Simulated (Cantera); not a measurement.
An isothermal, constant-pressure homogeneous reactor starts with H2 : O2 : N2 = 0.01 : 1 : 0.41 (molar parts), equivalence ratio 0.0050, at 1350 K and 0.00197 atm. Integrator tolerance rtol = 1e-08.

Model: the H2/O2 subset of GRI-Mech 3.0, which has no nitrogen chemistry, integrated in Cantera. Radical loss at walls, strong at low pressure, is not modelled.

Problem. What does this change do: 0.03 parts H2O added?

Solution. 
```json
[
 {"quantity": "x(H2) at 1.00 s", "before": "2.70e-5 (gas-phase equilibrium 3.86e-8)", "after": "9.31e-5 (gas-phase equilibrium 1.53e-7)"},
 {"quantity": "x(O2) at 1.00 s", "before": "0.698 (gas-phase equilibrium 0.703)", "after": "0.684 (gas-phase equilibrium 0.689)"},
 {"quantity": "x(H2O) at 1.00 s", "before": "0.00650 (gas-phase equilibrium 0.00705)", "after": "0.0266 (gas-phase equilibrium 0.0277)"},
 {"quantity": "x(O) at 1.00 s", "before": "0.00598 (gas-phase equilibrium 7.96e-6)", "after": "0.00494 (gas-phase equilibrium 7.88e-6)"},
 {"quantity": "x(HO2) at 1.00 s", "before": "5.31e-8 (gas-phase equilibrium 8.22e-9)", "after": "9.85e-8 (gas-phase equilibrium 1.60e-8)"},
 {"quantity": "x(OH) at 1.00 s", "before": "0.000822 (gas-phase equilibrium 3.12e-5)", "after": "0.00151 (gas-phase equilibrium 6.15e-5)"},
 {"quantity": "x(H) at 1.00 s", "before": "0.000210 (gas-phase equilibrium 1.05e-8)", "after": "0.000326 (gas-phase equilibrium 2.10e-8)"}
]
```

Problem. What does this change do: 0.11 parts H2O added?

Solution. 
```json
[
 {"quantity": "x(H2) at 1.00 s", "before": "2.70e-5 (gas-phase equilibrium 3.86e-8)", "after": "0.000207 (gas-phase equilibrium 4.47e-7)"},
 {"quantity": "x(O2) at 1.00 s", "before": "0.698 (gas-phase equilibrium 0.703)", "after": "0.649 (gas-phase equilibrium 0.652)"},
 {"quantity": "x(H2O) at 1.00 s", "before": "0.00650 (gas-phase equilibrium 0.00705)", "after": "0.0770 (gas-phase equilibrium 0.0786)"},
 {"quantity": "x(O) at 1.00 s", "before": "0.00598 (gas-phase equilibrium 7.96e-6)", "after": "0.00360 (gas-phase equilibrium 7.67e-6)"},
 {"quantity": "x(HO2) at 1.00 s", "before": "5.31e-8 (gas-phase equilibrium 8.22e-9)", "after": "1.68e-7 (gas-phase equilibrium 2.59e-8)"},
 {"quantity": "x(OH) at 1.00 s", "before": "0.000822 (gas-phase equilibrium 3.12e-5)", "after": "0.00220 (gas-phase equilibrium 0.000102)"},
 {"quantity": "x(H) at 1.00 s", "before": "0.000210 (gas-phase equilibrium 1.05e-8)", "after": "0.000364 (gas-phase equilibrium 3.59e-8)"}
]
```
